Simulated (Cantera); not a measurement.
An isothermal, constant-pressure homogeneous reactor starts with 5.56 % NO, 94.4 % N₂, at 2100 K and 0.0263 atm.

Detailed kinetics in Cantera: GRI-Mech 3.0 (53 species, 325 reactions). Radical loss at walls, strong at low pressure, is not modelled.

Q: Predict: x(NO) at 30.0 s; x(O) at 30.0 s; x(N₂O) at 30.0 s; x(N₂) at 30.0 s; x(O₂) at 30.0 s; x(NO₂) at 30.0 s.

A: 
```json
{
 "x(NO) at 30.0 s": "0.00446 (gas-phase equilibrium 0.00384)",
 "x(O) at 30.0 s": "0.00135 (gas-phase equilibrium 0.00136)",
 "x(N₂O) at 30.0 s": "4.05e-8 (gas-phase equilibrium 3.88e-8)",
 "x(N₂) at 30.0 s": "0.969 (gas-phase equilibrium 0.970)",
 "x(O₂) at 30.0 s": "0.0249 (gas-phase equilibrium 0.0252)",
 "x(NO₂) at 30.0 s": "3.68e-7 (gas-phase equilibrium 3.18e-7)"
}
```
